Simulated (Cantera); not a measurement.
Feed: 1 mol PbO, 0.46 mol CO, 2.8 mol H2, held at 10.0 mbar.

Cantera equilibrium calculation (NASA polynomials, part measured and part estimated; ideal gas, pure solids and liquids). Candidate condensed phases: C, C6H6, C7H8, C8H18, H2O, Pb, PbO, PbO2, Pb3O4; 113 gas species. The numbers say what is thermodynamically allowed, not how fast it happens.

### Question
What share of the Pb ends up in condensed phases as a function of T (K), at 750, 825, 900, 975, 1050, 1125, 1200, 1275, 1350, 1425?

### Answer
```tsv
T (K)	Pb condensed (%)	as
750	100.0	Pb(l)
825	100.0	Pb(l)
900	100.0	Pb(l)
975	99.7	Pb(l)
1050	98.5	Pb(l)
1125	93.7	Pb(l)
1200	77.6	Pb(l)
1275	24.2	Pb(l)
1350	0.0	-
1425	0.0	-
```
